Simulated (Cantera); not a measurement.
An adiabatic, constant-volume homogeneous reactor starts with H₂ : O₂ : N₂ = 1 : 1.52 : 5.7 (molar parts), equivalence ratio 0.33, at 1575 K and 1.10 bar. Integrator tolerance rtol = 1e-08.

Cantera simulation using GRI-Mech 3.0 (53 species, 325 reactions); the numbers are that mechanism's predictions, not measurements.

Problem. What does this change do: 0.26 parts CO2 added?

Solution. 
| quantity | before | after |
|---|---|---|
| time of steepest temperature rise | 11.7 µs | 12.1 µs |
| temperature at 8.00 s | 2474 K | 2429 K |
| equilibrium temperature | 2474 K | 2429 K |
| x(H₂) at 8.00 s | 0.00144 (gas-phase equilibrium 0.00144) | 0.00114 (gas-phase equilibrium 0.00114) |
| x(O₂) at 8.00 s | 0.120 (gas-phase equilibrium 0.120) | 0.118 (gas-phase equilibrium 0.118) |
| x(N₂O) at 8.00 s | 1.09e-6 (gas-phase equilibrium 1.09e-6) | 9.52e-7 (gas-phase equilibrium 9.52e-7) |
| x(NO) at 8.00 s | 0.0160 (gas-phase equilibrium 0.0160) | 0.0143 (gas-phase equilibrium 0.0143) |
| x(H) at 8.00 s | 0.000670 (gas-phase equilibrium 0.000670) | 0.000489 (gas-phase equilibrium 0.000489) |
| x(H₂O₂) at 8.00 s | 3.57e-7 (gas-phase equilibrium 3.57e-7) | 3.10e-7 (gas-phase equilibrium 3.10e-7) |
